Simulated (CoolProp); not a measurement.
1000 sccm (0 °C, 1 atm) of nitrogen bubbles through liquid n-decane at 356.8 K and leaves saturated at a total pressure of 0.0107 MPa (ideal gas phase). Each further row changes one setting.

Values from CoolProp's reference Helmholtz-energy equation of state, Lemmon 2006. It is a short technical equation, of lower accuracy than the large ones.

```
case                       vapour pressure (kPa)  mole fraction of vapour  delivery (mg/min)  delivery (sccm)  change of delivery for a bath 1 K warmer (%)
-------------------------  ---------------------  -----------------------  -----------------  ---------------  --------------------------------------------
as stated                                   4.81                    0.449               5180              815                                           8.6
bath temperature 361.8 K                     ___                      ___               8050             1270                                            11
total pressure 0.0214 MPa                   4.81                    0.225               1840              ___                                           5.9
```

Problem. What belongs in the gaps?

Solution. 
- bath temperature 361.8 K, vapour pressure (kPa): 5.98
- bath temperature 361.8 K, mole fraction of vapour: 0.559
- total pressure 0.0214 MPa, delivery (sccm): 290
